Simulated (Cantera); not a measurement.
A Cantera script and its output.

```python
import numpy as np
import cantera as ct

gas = ct.Solution("gri30.yaml")
gas.TPX = 800, 350000, {'CO': 1, 'H2': 0.12, 'CH4': 0.59, 'O2': 1.96, 'N2': 7.35, 'H2O': 2.1}
inlet = ct.Reservoir(gas, clone=True)
gas.equilibrate("HP")  # start burning
reactor = ct.IdealGasConstPressureReactor(gas, energy="on", clone=False)
exhaust = ct.Reservoir(gas, clone=True)
tau = [0.16, 0.077, 0.038, 0.019, 0.0093, 0.0046, 0.0023, 0.0011, 0.00055, 0.00027, 0.00013, 6.6e-05, 3.3e-05][0]
for a, b in ((inlet, reactor), (reactor, exhaust)):
    ct.MassFlowController(a, b, mdot=lambda t: reactor.mass / tau)
net = ct.ReactorNet([reactor])
show = ['CO', 'H2', 'CH4', 'O', 'CH3', 'NO2', 'C2H6']

rows = []
print(f"{'tau/s':>10s}{'T/K':>9s}" + "".join(f"{s:>11s}" for s in show))
for tau in [0.16, 0.077, 0.038, 0.019, 0.0093, 0.0046, 0.0023, 0.0011, 0.00055, 0.00027, 0.00013, 6.6e-05, 3.3e-05]:
    net.initial_time = 0.0
    net.advance(30 * tau)
    before = gas.X
    net.advance(40 * tau)
    drift = np.max(np.abs(gas.X - before) / (gas.X + 1e-9))
    rows.append([gas.T, *gas[show].X, drift])
    print(f"{tau:10.3e}{gas.T:9.1f}" + "".join(f"{x:11.3e}" for x in gas[show].X))
```

Output:

```
     tau/s      T/K         CO         H2        CH4          O        CH3        NO2       C2H6
 1.600e-01   2259.9  4.472e-03  1.780e-03  3.735e-07  2.889e-04  1.883e-07  1.624e-06  6.949e-14
 7.700e-02   2260.2  4.554e-03  1.806e-03  7.606e-07  2.974e-04  3.840e-07  1.238e-06  2.863e-13
 3.800e-02   2259.7  4.712e-03  1.859e-03  1.498e-06  3.099e-04  7.574e-07  8.482e-07  1.104e-12
 1.900e-02   2257.4  5.013e-03  1.961e-03  2.878e-06  3.292e-04  1.454e-06  5.394e-07  4.056e-12
 9.300e-03   2252.0  5.591e-03  2.160e-03  5.513e-06  3.633e-04  2.775e-06  3.305e-07  1.483e-11
 4.600e-03   2241.9  6.594e-03  2.510e-03  1.010e-05  4.233e-04  5.034e-06  2.110e-07  4.947e-11
 2.300e-03   2225.2  8.182e-03  3.072e-03  1.764e-05  5.256e-04  8.614e-06  1.435e-07  1.481e-10
 1.100e-03   2198.3  1.069e-02  3.967e-03  3.084e-05  7.050e-04  1.450e-05  9.940e-08  4.349e-10
 5.500e-04   2163.1  1.390e-02  5.109e-03  5.153e-05  9.614e-04  2.289e-05  7.113e-08  1.138e-09
 2.700e-04   2115.9  1.817e-02  6.559e-03  8.835e-05  1.328e-03  3.620e-05  5.014e-08  3.058e-09
 1.300e-04   2054.2  2.385e-02  8.242e-03  1.600e-04  1.802e-03  5.862e-05  3.459e-08  9.043e-09
 6.600e-05   1981.6  3.103e-02  9.782e-03  2.988e-04  2.256e-03  9.524e-05  2.379e-08  2.913e-08
 3.300e-05   1880.4  4.277e-02  1.095e-02  6.747e-04  2.453e-03  1.742e-04  1.455e-08  1.501e-07
```

Cantera simulation using GRI-Mech 3.0 (53 species, 325 reactions); the numbers are that mechanism's predictions, not measurements.
